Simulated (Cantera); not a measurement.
A jet of 1.73 % CH4, 7.26 % O2, 91.0 % N2, equivalence ratio 0.48 at 300 K and 42.8 Torr hits a platinum plate 7.1 cm away at a mass flux of 0.091 kg/m²/s; the plate temperature is set and raised in steps from an oxygen-covered start.

Model: Deutschmann's 1995 Pt surface mechanism with GRI-Mech 3.0 gas chemistry, integrated in Cantera. Catalytic surfaces can have several steady states; this one follows from the mechanism file's or the stated starting coverage.

x: mole fraction at the wall; θ: surface coverage.

| plate T (K) | wall x CH4 | wall x O2 | wall x H2O | wall x OH | wall x CO | wall x CO2 | θ free Pt | θ O* |
|---|---|---|---|---|---|---|---|---|
| 850 | 0.0136 | 0.0648 | 0.00687 | <1e-8 | 4.18e-6 | 0.00448 | 0.184 | 0.815 |
| 900 | 0.0111 | 0.0594 | 0.0116 | [?] | 4.88e-6 | 0.00757 | 0.257 | 0.742 |
| 950 | 0.00867 | 0.0543 | 0.0160 | [?] | 5.34e-6 | 0.0105 | 0.334 | 0.666 |
| 1000 | 0.00676 | 0.0503 | 0.0195 | [?] | 5.72e-6 | 0.0128 | 0.411 | 0.589 |
| 1050 | 0.00536 | 0.0474 | 0.0221 | [?] | 6.15e-6 | 0.0145 | 0.485 | 0.514 |

Task: Fill in the missing entries.

Result: 
- 900, wall x OH: 2.39e-8
- 950, wall x OH: 7.70e-8
- 1000, wall x OH: 2.09e-7
- 1050, wall x OH: 5.03e-7
